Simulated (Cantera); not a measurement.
A Cantera script and its output.

```python
import numpy as np
import cantera as ct

gas = ct.Solution("gri30.yaml")
gas.TPX = 1475, 7000, {'CH4': 1, 'N2': 3.1}
reactor = ct.IdealGasConstPressureReactor(gas, energy="off", clone=False)
net = ct.ReactorNet([reactor])
net.rtol, net.atol = 1e-08, 1e-18
show = ['CH4', 'C2H', 'CH3', 'C2H2', 'C2H6', 'C2H4', 'H']
times = np.geomspace(0.0004, 20, 11)

steps = ct.SolutionArray(gas, extra=["t"])
rows = []
print(f"{'t/s':>10s}{'T/K':>9s}{'P/Pa':>11s}" + "".join(f"{s:>11s}" for s in show))
for t in times:
    while net.time < t:
        t_next = net.step()
        steps.append(gas.state, t=t_next)
    rows.append([np.interp(t, steps.t, y) for y in (steps.T, steps.P, *steps(*show).X.T)])
    print(f"{t:10.3e}{rows[-1][0]:9.1f}{rows[-1][1]:11.4g}" + "".join(f"{x:11.3e}" for x in rows[-1][2:]))
rate = np.gradient(steps.T, steps.t)
print("integrator steps:", len(steps.t))
if steps.T.max() > steps.T[0] + 200:
    print(f"time of steepest temperature rise: {steps.t[rate.argmax()]:.4e} s")
gas.TPX = 1475, 7000, {'CH4': 1, 'N2': 3.1}
gas.equilibrate("TP")
print(f"equilibrium (TP): T = {gas.T:.1f} K  " + "  ".join(f"{s} {gas[s].X[0]:.3e}" for s in show))
```

Result:

```
       t/s      T/K       P/Pa        CH4        C2H        CH3       C2H2       C2H6       C2H4          H
 4.000e-04   1475.0       7000  2.439e-01  1.284e-21  3.624e-06  5.974e-14  6.030e-10  3.356e-10  1.472e-08
 1.180e-03   1475.0       7000  2.439e-01  3.309e-19  1.069e-05  5.160e-12  1.516e-08  9.322e-09  1.487e-08
 3.482e-03   1475.0       7000  2.439e-01  8.024e-17  3.096e-05  4.332e-10  3.569e-07  2.402e-07  1.614e-08
 1.027e-02   1475.0       7000  2.438e-01  1.524e-14  8.052e-05  3.587e-08  6.459e-06  5.311e-06  2.478e-08
 3.031e-02   1475.0       7000  2.434e-01  7.459e-13  1.623e-04  2.251e-06  5.448e-05  7.687e-05  6.280e-08
 8.944e-02   1475.0       7000  2.413e-01  1.874e-11  2.764e-04  9.593e-05  2.020e-04  7.280e-04  2.536e-07
 2.639e-01   1475.0       7000  2.306e-01  2.968e-10  3.240e-04  2.151e-03  2.881e-04  3.135e-03  1.131e-06
 7.786e-01   1475.0       7000  2.037e-01  1.379e-09  2.529e-04  1.324e-02  1.673e-04  2.947e-03  2.974e-06
 2.297e+00   1475.0       7000  1.587e-01  3.026e-09  1.805e-04  3.286e-02  7.914e-05  1.355e-03  5.811e-06
 6.778e+00   1475.0       7000  9.755e-02  5.385e-09  1.128e-04  5.813e-02  2.781e-05  6.907e-04  1.013e-05
 2.000e+01   1475.0       7000  3.992e-02  8.880e-09  5.453e-05  8.143e-02  5.650e-06  5.941e-04  1.665e-05
integrator steps: 1227
equilibrium (TP): T = 1475.0 K  CH4 2.839e-03  C2H 7.975e-09  CH3 5.247e-06  C2H2 5.415e-02  C2H6 8.520e-08  C2H4 4.001e-04  H 2.660e-05
```

Detailed kinetics in Cantera: GRI-Mech 3.0 (53 species, 325 reactions). GRI-Mech 3.0 stops at C3 and has no aromatics, soot or wall deposition, so with more carbon than oxygen in the feed, carbon stays in small species such as C2H2 where larger ones or solid carbon would form.
